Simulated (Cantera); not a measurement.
A freely propagating, adiabatic, planar premixed flame of H₂ : O₂ : N₂ = 1 : 0.217 : 0.817 (molar parts), unburnt at 675 K and 97.5 Torr; mixture-averaged transport, grid criteria slope 0.08 and curve 0.16, no radiation.

Model: the H2/O2 subset of GRI-Mech 3.0, which has no nitrogen chemistry, integrated in Cantera. Burning velocities carry a grid error of a few per cent, more on coarse grids.

Problem. What does this change do: inlet temperature 675 to 423 K?

Solution. 
```
quantity                    before     after
------------------------  --------  --------
laminar burning velocity  843 cm/s  378 cm/s
thermal thickness          6.89 mm   5.87 mm
peak x(H₂O₂)               1.78e-7   6.99e-6
peak x(HO₂)                2.86e-5   8.08e-5
peak x(OH)                 0.00420   0.00247
```

Problem. What does this change do: H2 1 to 1.3 parts?

Solution. 
```
quantity                    before     after
------------------------  --------  --------
laminar burning velocity  843 cm/s  773 cm/s
thermal thickness          6.89 mm   7.30 mm
peak x(H₂O₂)               1.78e-7   1.51e-7
peak x(HO₂)                2.86e-5   2.54e-5
peak x(OH)                 0.00420   0.00175
```
